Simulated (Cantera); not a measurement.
**Pyrogenic steam for wet oxidation**

An isothermal, constant-pressure homogeneous reactor starts with 33.7 % H2, 22.5 % O2, 42.7 % N2, 1.19 % H2O, equivalence ratio 0.75, at 1075 K and 120 Torr.

Computed with Cantera and GRI-Mech 3.0 (53 species, 325 reactions). The temperature is held fixed by assumption; the heat of reaction is taken as removed at once.

| t (s) | x H2 | x O2 | x NO | x H2O2 | x O | x HO2 | x NO2 |
|---|---|---|---|---|---|---|---|
| 0.000300 | 0.334 | 0.223 | 2.75e-11 | 1.55e-7 | 0.000211 | 2.40e-5 | <1e-12 |
| 0.00105 | 0.00867 | 0.0712 | 3.01e-6 | 4.97e-6 | 0.00137 | 3.03e-5 | 7.79e-10 |
| 0.00365 | 0.000764 | 0.0678 | 3.03e-6 | 2.49e-6 | 6.32e-5 | 1.34e-5 | 2.11e-8 |
| 0.0127 | 7.89e-5 | 0.0675 | 2.97e-6 | 6.65e-7 | 5.52e-6 | 2.52e-6 | 8.43e-8 |
| 0.0444 | 5.44e-6 | 0.0675 | 2.95e-6 | 1.46e-7 | 6.60e-7 | 2.58e-7 | 1.02e-7 |
| 0.155 | 4.07e-7 | 0.0675 | 3.00e-6 | 3.33e-8 | 1.18e-7 | 3.48e-8 | 5.69e-8 |
| 0.540 | 7.17e-8 | 0.0675 | 3.03e-6 | 8.76e-9 | 2.80e-8 | 7.96e-9 | 2.48e-8 |
| 1.88 | 1.80e-8 | 0.0675 | 3.04e-6 | 2.49e-9 | 7.55e-9 | 2.50e-9 | 1.31e-8 |
| 6.58 | 5.56e-9 | 0.0675 | 3.04e-6 | 7.69e-10 | 2.26e-9 | 1.45e-9 | 1.27e-8 |
| 22.9 | 3.03e-9 | 0.0675 | 3.04e-6 | 3.43e-10 | 9.86e-10 | 1.52e-9 | 2.03e-8 |
| 80.0 | 2.85e-9 | 0.0675 | 3.03e-6 | 3.01e-10 | 8.60e-10 | 1.57e-9 | 2.26e-8 |
x: mole fraction; the columns are a selection and need not sum to one.

Equilibrium at this temperature and pressure: H2 2.85e-9, O2 0.0675, NO 3.10e-5, H2O2 3.00e-10, O 8.57e-10, HO2 1.57e-9, NO2 2.32e-7 (gas phase only).
